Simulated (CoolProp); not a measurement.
Vapour-liquid equilibrium of n-hexane (1) + ethylbenzene (2) at 0.0161 MPa; x and y are mole fractions of (1).

Computed with CoolProp (multi-fluid Helmholtz-energy mixture model, Thol 2019 and Zhou 2012; pair parameters Bell 2016).

Problem. Give the bubble temperature and the first vapour's composition at x = 0.65, 0.8, 0.95. Is there an azeotrope?

Solution. x = 0.65: 27.7 °C, y = 0.960; x = 0.8: 24.1 °C, y = 0.979; x = 0.95: 20.9 °C, y = 0.995. No azeotrope shows between x = 0.05 and 0.95.

Pair parameters are fitted to limited data, so mixtures are less certain than the pure fluids.
